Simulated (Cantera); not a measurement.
Feed: 1 mol MgF₂, 0.49 mol H₂, at 748.15 K and 51.0 mbar.

Method: chemical equilibrium by Gibbs-energy minimisation in Cantera with the NASA 1993 tables (ideal gas, pure condensed phases). Candidate condensed phases: Mg, MgF₂; 17 gas species. Equilibrium is a limit: real reactors are often held back by kinetics, nucleation or transport.

Base state: H₂ 1.00 (mole fractions); condensed: MgF₂(s).

**Question.** What changes in the equilibrium state with this change: temperature from 748.15 K to 2150 K?

**Answer.** 
```json
[
 {"species": "MgF₂", "before": "<1e-9", "after": "0.436"},
 {"species": "HF", "before": "<1e-9", "after": "0.236"},
 {"species": "H₂", "before": "1.00", "after": "0.167"},
 {"species": "Mg", "before": "<1e-9", "after": "0.0820"},
 {"species": "MgF", "before": "<1e-9", "after": "0.0715"},
 {"species": "H", "before": "<1e-9", "after": "0.00764"},
 {"species": "Mg₂F₄", "before": "<1e-9", "after": "0.000132"},
 {"species": "MgH", "before": "<1e-9", "after": "0.000128"},
 {"species": "MgF₂(s), mol", "before": "1.00", "after": "0"}
]
```
The tables' values for MgH are old estimates; treat these amounts as uncertain.
